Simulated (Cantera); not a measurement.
Charge: 1 mol toluene, 5.2 mol CO2, 0.51 mol N2, held at 13.3 mbar.

These are equilibrium values from Cantera (NASA tables, ideal gas, pure condensed phases), not measurements of a reactor. Candidate condensed phases: C, C6H6, C7H8, C8H18, H2O; 136 gas species. Equilibrium is a limit: real reactors are often held back by kinetics, nucleation or transport.

Over these rows the condensed part is C(graphite). Partial pressures as log10 of bar:

```json
[
 {"T (K)": "1275", "1000/T (1/K)": "0.7843", "log p H2O": "-6.41", "log p CO": "-2.03", "log p H2": "-2.45", "log p N2": "-3.34"},
 {"T (K)": "1475", "1000/T (1/K)": "0.6780", "log p H2O": "-7.16", "log p CO": "-2.03", "log p H2": "-2.45", "log p N2": "-3.34"},
 {"T (K)": "1675", "1000/T (1/K)": "0.5970", "log p H2O": "-7.73", "log p CO": "-2.03", "log p H2": "-2.45", "log p N2": "-3.34"},
 {"T (K)": "1875", "1000/T (1/K)": "0.5333", "log p H2O": "-8.18", "log p CO": "-2.03", "log p H2": "-2.45", "log p N2": "-3.35"},
 {"T (K)": "2075", "1000/T (1/K)": "0.4819", "log p H2O": "-8.55", "log p CO": "-2.03", "log p H2": "-2.46", "log p N2": "-3.36"},
 {"T (K)": "2275", "1000/T (1/K)": "0.4396", "log p H2O": "?", "log p CO": "-2.04", "log p H2": "-2.49", "log p N2": "-3.37"}
]
```

Task: Fit log p(H2O) = a + b·(1000/T) to the five rows, give the apparent enthalpy, and predict the row at 2275 K.

Result: Means: 1000/T = 0.6149, log p = -7.606. Sxy = 0.405355, Sxx = 0.0573459, so b = 7.07 and a = -7.606 − (7.07)×0.6149 = -11.95.
Apparent enthalpy: −19.145 × (7.07) = -135 kJ/mol. With the condensed phases at unit activity, CO(g) + H2(g) = H2O(g) + C(graphite) links this pressure to the main gases: over the six rows their terms move log p by -0.05 in all, so the slope is close to that reaction's ΔH°. The five rows lie within 0.01 of the line.
Prediction at 2275 K: -11.95 + (7.07)×0.4396 = -8.84. The computed value is -8.88, 0.04 from the line.
